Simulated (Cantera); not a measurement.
Mixture: CH₄ : CO : O₂ : N₂ = 1 : 0.46 : 1.24 : 4.66 (molar parts), equivalence ratio 1.8, at 32000 Pa, adiabatic and at constant pressure. Ignition delay is the time to a rise of 400 K.

Computed with Cantera and GRI-Mech 3.0 (53 species, 325 reactions).

Question: What does this change do: N2 4.66 to 12 parts?

Answer: 
| quantity | before | after |
|---|---|---|
| delay at 1200 K | 0.212 s | 0.509 s |
| delay at 1300 K | 45.3 ms | 0.106 s |
| delay at 1400 K | 11.7 ms | 25.9 ms |
| delay at 1500 K | 3.72 ms | 7.73 ms |
| apparent activation energy between 1450 and 1550 K | 190 kJ/mol | 210 kJ/mol |
